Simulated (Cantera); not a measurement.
A closed system holds: 1 mol Si2H6, 0.15 mol O3, 35 mol H2, 2.6 mol NO, held at 13300 Pa.

Method: chemical equilibrium by Gibbs-energy minimisation in Cantera with the NASA 1993 tables (ideal gas, pure condensed phases). Candidate condensed phases: H2O, Si, SiO2, Si2N2O, Si3N4; 35 gas species. The feed counts by its element totals alone. Mutual solubility and eutectic melting of coexisting phases are not modelled. The tables hold silica as quartz up to 1696 K and as liquid above; real silica turns to tridymite and cristobalite and melts near 1996 K. The numbers say what is thermodynamically allowed, not how fast it happens.

log p: log10 of the partial pressure in bar; n: condensed amount in mol.

| T (K) | log p H2 | log p SiO | log p N2 | log p H2O | log p H | n SiO2(β-quartz) | n Si2N2O(s) | n SiO2(condensed) | n SiO2(l) |
|---|---|---|---|---|---|---|---|---|---|
| 898 | -0.89 | <-12 | -2.47 | -5.79 | [?] | 1.37 | 0.317 | 0 | 0 |
| 998 | -0.89 | <-12 | -2.47 | -5.54 | [?] | 1.37 | 0.317 | 0 | 0 |
| 1098 | -0.89 | -11.27 | -2.47 | -5.34 | [?] | 1.37 | 0.317 | 0 | 0 |
| 1198 | -0.89 | -9.26 | -2.47 | -5.18 | [?] | 1.37 | 0.317 | 0 | 0 |
| 1298 | -0.89 | -7.56 | -2.47 | -5.04 | [?] | 1.36 | 0.318 | 0 | 0 |
| 1398 | -0.89 | -6.10 | -2.47 | -4.93 | [?] | 1.36 | 0.318 | 0 | 0 |
| 1498 | -0.89 | -4.85 | -2.47 | -4.83 | [?] | 1.36 | 0.317 | 0 | 0 |
| 1598 | -0.89 | -3.76 | -2.47 | -4.74 | [?] | 1.35 | 0.302 | 0 | 0 |
| 1698 | -0.89 | -2.82 | -2.42 | -4.65 | [?] | 0 | 0.168 | 1.21 | 0 |
| 1798 | -0.90 | -2.49 | -2.37 | -4.09 | [?] | 0 | 0 | 1.03 | 0 |
| 1898 | -0.90 | -2.44 | -2.37 | -3.33 | [?] | 0 | 0 | 0.909 | 0 |
| 1998 | -0.91 | -2.31 | -2.37 | -2.76 | [?] | 0 | 0 | 0 | 0.512 |
| 2098 | -0.93 | -2.19 | -2.38 | -2.47 | [?] | 0 | 0 | 0 | 0 |

### Question
Fill in the missing entries.

### Answer

- 898, log p H: -10.40
- 998, log p H: -9.11
- 1098, log p H: -8.05
- 1198, log p H: -7.16
- 1298, log p H: -6.41
- 1398, log p H: -5.77
- 1498, log p H: -5.21
- 1598, log p H: -4.72
- 1698, log p H: -4.29
- 1798, log p H: -3.90
- 1898, log p H: -3.56
- 1998, log p H: -3.25
- 2098, log p H: -2.98
